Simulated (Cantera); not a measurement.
Charge: 1 mol AlN, 0.52 mol H2O, 24 mol H2, at 1127 °C and 10.0 mbar.

Method: chemical equilibrium by Gibbs-energy minimisation in Cantera with the NASA 1993 tables (ideal gas, pure condensed phases). Candidate condensed phases: Al, AlN, Al2O3, H2O; 35 gas species. Mutual solubility and eutectic melting of coexisting phases are not modelled. The numbers say what is thermodynamically allowed, not how fast it happens.

Base state: H2 0.993, N2 0.00702, H 4.85e-5 (mole fractions); condensed: AlN(s) + Al2O3(s).

Q: What changes in the equilibrium state with this change: 0.015 mol Cl2 added?

A: 
```
species         before     after
-------------  -------  --------
H2               0.993     0.992
N2             0.00702   0.00707
HCl                  0   0.00109
AlCl                 0  0.000118
H              4.85e-5   4.84e-5
AlN(s), mol      0.653     0.650
Al2O3(s), mol    0.173     0.173
```
Further candidate phases: AlCl3, NH4Cl.

Q: What changes in the equilibrium state with this change: temperature from 1127 °C to 1402 °C?

A: 
```tsv
species	before	after
H2	0.993	0.992
N2	0.00702	0.00712
H	4.85e-5	0.00116
Al	1.91e-8	0.000151
Al2O	<1e-9	3.80e-5
AlN(s), mol	0.653	0.648
Al2O3(s), mol	0.173	0.173
```
